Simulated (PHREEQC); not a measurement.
Consider water at 20 °C with 0.25 mol/kgw NaHSO4 and 0.00022 mol/kgw NH3. Closed to the air; pH follows from the charge balance.

All values are PHREEQC results (ion-association model, wateq4f.dat), not measurements.

Precipitation was switched off in this run.

Problem. What pH does the model give?

Solution. pH 1.14.

Problem. In which forms is N present?

Solution. NH4+ 81 %, NH4SO4- 19 % of the N.
